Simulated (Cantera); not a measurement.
A perfectly stirred reactor is fed with NH₃ : N₂ = 1 : 1.1 (molar parts), at 0.109 atm; it is held at 2248 K, and followed from long to short residence time.

Computed with Cantera and the gas-phase N/H chemistry of the illustrative SiF4/NH3 mechanism in the Surface Chemkin manual (1991). Walls and surfaces, which speed up NH3 decomposition in real reactors, are not modelled.

One state of this run: x NH₃ = 0.0506; x H = 0.00136; x N = 5.51e-6; x N₂H₂ = 7.06e-7; x NH = 3.48e-5. x: mole fraction; the columns are a selection and need not sum to one.

Which value of τ (s) does it belong to?
A. 0.025
B. 0.098
C. 0.20
D. 0.012

C, 0.20
